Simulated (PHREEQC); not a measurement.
0.061 g of hydrous ferric oxide (600 m²/g; 0.2 weak and 0.005 strong sites per Fe, Dzombak-Morel constants, diffuse double layer) in 1 kg of water with 0.01 mol/kgw of an inert sodium salt and 0.11 mmol/kgw H3BO3, at 25 °C; the pH is set by adding NaOH or the inert anion's acid. Oxygen is held at 0.21 atm. CO2 from the air is kept out. No solid was allowed to form.

Model: ion-association model, wateq4f.dat, run in PHREEQC.

Q: Predict surface charge σ (C/m²), surface potential ψ (mV) at pH = 5.5, 7.5, 8.5, 9.5.

A: 
```tsv
pH	surface charge σ (C/m²)	surface potential ψ (mV)
5.5	0.077	132
7.5	0.008	34
8.5	-0.005	-22
9.5	-0.024	-75
```
